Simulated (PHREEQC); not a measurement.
Make-up at 20 °C: 0.00029 mol MgCl2, 2.6e-05 mol NaHCO3 and 6.6e-06 mol KCl per kg of water. Closed to the air; pH follows from the charge balance.

All values are PHREEQC results (ion-association model, phreeqc.dat), not measurements.

Precipitation was switched off in this run.

Problem. Estimate the pH.

Solution. pH 7.91.

Problem. In which forms is C present?

Solution. HCO3- 97 %, CO2 2.8 % of the C.

Complexes and solids missing from the database can't appear.
